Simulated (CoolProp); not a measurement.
A single-stage vapour-compression cycle with ammonia: evaporating at 207.15 K (dew point), condensing at 229.15 K (bubble point), superheat 5 K, subcooling 5 K, compressor efficiency 0.9, no pressure losses. Each further row changes one setting.

Computed with CoolProp (reference Helmholtz-energy equation of state, Gao 2020).

| case | cooling COP | pressure ratio | discharge temperature (K) | refrigerating effect (kJ/kg) | volumetric capacity (kJ/m³) |
|---|---|---|---|---|---|
| as stated | ? | 3.96 | 303.9 | 1400 | 197 |
| evaporating temperature 212.15 K | 10.2 | 2.82 | 284.9 | 1400 | 273 |
| condensing temperature 224.15 K | 9.93 | 2.98 | ? | 1420 | 200 |
| subcooling 10 K | ? | 3.96 | 303.9 | 1420 | 200 |
| superheat 15 K | 7.24 | 3.96 | ? | 1420 | ? |
| compressor efficiency 0.8 | 6.64 | 3.96 | 314.8 | 1400 | 197 |

Complete the blanks.


- as stated, cooling COP: 7.47
- condensing temperature 224.15 K, discharge temperature (K): 282.7
- subcooling 10 K, cooling COP: 7.59
- superheat 15 K, discharge temperature (K): 317.6
- superheat 15 K, volumetric capacity (kJ/m³): 191
